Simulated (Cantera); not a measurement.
Charge: 1 mol SiH₄, 1.2 mol H₂, equilibrated at 13.3 mbar.

Method: chemical equilibrium by Gibbs-energy minimisation in Cantera with the NASA 1993 tables (ideal gas, pure condensed phases). Candidate condensed phases: Si; 9 gas species. Gases not in the tables: Si₂H₆ and higher silanes. Rates play no part.

x: gas mole fraction; n: condensed amount in mol.

| T (°C) | x H₂ | x H | x Si | x SiH | n Si(s) | n Si(l) |
|---|---|---|---|---|---|---|
| 627 | 1.00 | 1.01e-9 | <1e-12 | <1e-12 | 1.00 | 0 |
| 727 | 1.00 | 1.97e-8 | <1e-12 | <1e-12 | 1.00 | 0 |
| 827 | 1.00 | 2.24e-7 | 1.77e-12 | [?] | 1.00 | 0 |
| 927 | 1.000 | 1.71e-6 | 1.04e-10 | [?] | 1.00 | 0 |
| 1027 | 1.000 | 9.58e-6 | 3.25e-9 | [?] | 1.00 | 0 |
| 1127 | 1.000 | 4.21e-5 | 6.17e-8 | [?] | 1.000 | 0 |
| 1227 | 1.000 | 0.000152 | 7.89e-7 | [?] | 1.000 | 0 |
| 1327 | 1.000 | 0.000471 | 7.31e-6 | [?] | 1.000 | 0 |
| 1427 | 0.999 | 0.00128 | 5.09e-5 | [?] | 0 | 1.000 |
| 1527 | 0.997 | 0.00310 | 0.000238 | [?] | 0 | 0.999 |
| 1627 | 0.992 | 0.00685 | 0.000946 | [?] | 0 | 0.996 |
| 1727 | 0.982 | 0.0140 | 0.00327 | [?] | 0 | 0.988 |

Fill in the missing entries.


- 827, x SiH: 6.17e-12
- 927, x SiH: 1.80e-10
- 1027, x SiH: 3.11e-9
- 1127, x SiH: 3.56e-8
- 1227, x SiH: 2.92e-7
- 1327, x SiH: 1.84e-6
- 1427, x SiH: 9.09e-6
- 1527, x SiH: 3.13e-5
- 1627, x SiH: 9.44e-5
- 1727, x SiH: 0.000254
